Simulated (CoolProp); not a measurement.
Computed with CoolProp (reference Helmholtz-energy equation of state, Polt 1992). This equation is an older, rougher fit; its heat capacities, sound speeds and derivatives of the liquid may be far off and weren't checked against measurements.

**Question.** Give the vapour pressure (MPa), liquid density (kg/m³), vapour density (kg/m³), enthalpy of vaporisation (kJ/kg) of saturated propyne at 59.35 °C.

**Answer.** 
```csv
T (°C),p (MPa),liquid density (kg/m³),vapour density (kg/m³),enthalpy of vaporisation (kJ/kg)
59.35,1.42,552,25.9,408
```
